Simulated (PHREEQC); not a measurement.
A made-up water analysis in mmol/kgw, 55 °C, pH 5.92, pe -1.8: Na 75.6; K 1.94; Ca 0.34; Mg 5.79; Cl 89.5; S(6) 2.54; Alkalinity (meq/kgw) 5.7e-05; Si 0.0177; Sr 0.606; B 0.0869; Br 0.0255; Zn 0.033.

Valence states are taken as typed.

Computed with PHREEQC (ion-association model, phreeqc.dat).

Question: The ionic strength comes out as 0.0992 mol/kgw. What activity coefficients do Sr+2, K+, ZnCl+, SO4-2, Cl- get?

Answer: Sr+2 0.37, K+ 0.75, ZnCl+ 0.76, SO4-2 0.35, Cl- 0.76.

Precipitation was switched off in this run. Complexes and solids missing from the database can't appear. Constants without temperature data keep their 25 °C values here.
